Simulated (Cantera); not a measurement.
Feed: 1 mol CH3SiCl3, 0.11 mol CH4, 13 mol H2, equilibrated at 1823.15 K and 0.180 bar.

Equilibrium computed with Cantera from the NASA thermochemical tables; the gas is ideal and each condensed phase is pure. Candidate condensed phases: C, C6H6, C7H8, C8H18, Si, SiC; 109 gas species. The feed counts by its element totals alone. The tables' values for SiCl3 are old estimates; treat these amounts as uncertain. Rates play no part.

Base state: H2 0.817, HCl 0.178, SiCl2 0.00311, H 0.000924, C2H2 (acetylene) 0.000173, Cl 0.000154, SiCl3 0.000119, CH4 8.57e-5 (mole fractions); condensed: C(graphite) + SiC(s).

Question: What changes in the equilibrium state with this change: CH3SiCl3 replaced by Si(CH3)4?

Answer: 
```tsv
species	before	after
H2	0.817	0.999
H	0.000924	0.00102
C2H2 (acetylene)	0.000173	0.000211
HCl	0.178	0
SiCl2	0.00311	0
Cl	0.000154	0
SiCl3	0.000119	0
CH4	8.57e-5	0.000128
C(graphite), mol	0.156	3.10
SiC(s), mol	0.947	1.000
```
